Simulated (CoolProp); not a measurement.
n-perfluorohexane along the isobar 2.44 MPa: fugacity coefficient from the reference equation and from simpler models built on Tc = 174.9 °C, pc = 1.742 MPa, ω = 0.497; each cubic takes its own stable root.

The numbers come from the reference Helmholtz-energy equation of state, Gao 2022 in CoolProp.

```csv
T (°C),phase,reference
25.55,liquid,0.01464
38.15,liquid,0.02423
50.75,liquid,0.03802
63.35,liquid,0.05688
75.95,liquid,0.08165
88.55,liquid,0.1129
101.25,liquid,0.1515
113.85,liquid,0.1968
126.45,liquid,0.2490
139.05,liquid,0.3074
151.65,liquid,0.3710
164.25,liquid,0.4384
176.85,supercritical,0.5072
```

Problem. How far does each simpler model (van der Waals, Redlich-Kwong, Soave-Redlich-Kwong, Peng-Robinson) lie from the reference over these 13 states: mean and median of the absolute difference, and the worst?

Solution. 
- van der Waals: mean 214.6 %, median 114.9 %, worst +813.3 % at 25.55 °C and 2.44 MPa
- Redlich-Kwong: mean 76.1 %, median 52.8 %, worst +230.8 % at 25.55 °C and 2.44 MPa
- Soave-Redlich-Kwong: mean 4.3 %, median 4.5 %, worst +5.4 % at 139.05 °C and 2.44 MPa
- Peng-Robinson: mean 0.8 %, median 0.8 %, worst +2.1 % at 25.55 °C and 2.44 MPa
